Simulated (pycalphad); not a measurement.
All values are pycalphad results on the COST 507 light-alloy database (1999) (1 atm), not direct measurements. The database dates from 1999; later assessments differ in places, in temperatures and in the compounds included. Amounts are mole fractions of atoms.

Q: Give the equilibrium state of Ti-66C (at.%) at 2600 K.

A: 
```
T = 2600.00 K, P = 101325 Pa, N = 1 mol of atoms
G = -162515 J/mol, H = -5192 J/mol, S = 60.51 J/(mol K)  (SER reference)
chemical potentials (J/mol): Ti -337217, C -72517
phase             fraction      x(Ti)       x(C)
FCC_A1              0.6634     0.5125     0.4875
GRAPHITE            0.3366       none     1.0000
```

Q: Give the equilibrium state of Ti-66C (at.%) at 3100 K.

A: LIQUID, fraction 0.995, with 65.8 C at.%; GRAPHITE, fraction 0.005, with 100 C at.%.

FCC_A1 is fcc. An entry "none" or "no" means that the model of the phase leaves that element out. The fcc model also describes the rock-salt carbide or nitride (TiC, TiN, HfC).
